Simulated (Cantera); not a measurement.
Feed: 1 mol Si, 1.9 mol HCl, 0.57 mol H2, held at 750 °C and 0.230 bar.

These are equilibrium values from Cantera (NASA tables, ideal gas, pure condensed phases), not measurements of a reactor. Candidate condensed phases: Si; 19 gas species. The tables' values for SiCl3 are old estimates; treat these amounts as uncertain. The numbers say what is thermodynamically allowed, not how fast it happens.

Base state: H2 0.728, SiCl4 0.190, SiHCl3 0.0552, HCl 0.0212, SiCl3 0.00313, SiH2Cl2 0.00178, SiCl2 0.00109, SiH3Cl 1.48e-5 (mole fractions); condensed: Si(s).

Q: What changes in the equilibrium state with this change: H2 from 0.57 to 18 mol?

A: 
```csv
species,before,after
H2,0.728,0.963
SiCl4,0.190,0.0138
HCl,0.0212,0.0126
SiHCl3,0.0552,0.00890
SiCl3,0.00313,0.000439
SiCl2,0.00109,0.000295
SiH2Cl2,0.00178,0.000635
SiH3Cl,1.48e-5,1.17e-5
"Si(s), mol",0.504,0.532
```

Q: What changes in the equilibrium state with this change: HCl from 1.9 to 5.4 mol?

A: 
```csv
species,before,after
H2,0.728,0.514
HCl,0.0212,0.285
SiCl4,0.190,0.198
SiHCl3,0.0552,0.00302
SiH3Cl,1.48e-5,2.22e-9
SiH2Cl2,0.00178,5.11e-6
SiCl2,0.00109,4.45e-6
SiCl3,0.00313,0.000204
"Si(s), mol",0.504,0
```

Q: What changes in the equilibrium state with this change: temperature from 750 °C to 700 °C?

A: 
```
species      before     after
----------  -------  --------
H2            0.728     0.733
SiCl4         0.190     0.192
SiHCl3       0.0552    0.0569
HCl          0.0212    0.0139
SiCl2       0.00109  0.000426
SiCl3       0.00313   0.00169
SiH3Cl      1.48e-5   1.37e-5
SiH2Cl2     0.00178   0.00176
Si(s), mol    0.504     0.501
```
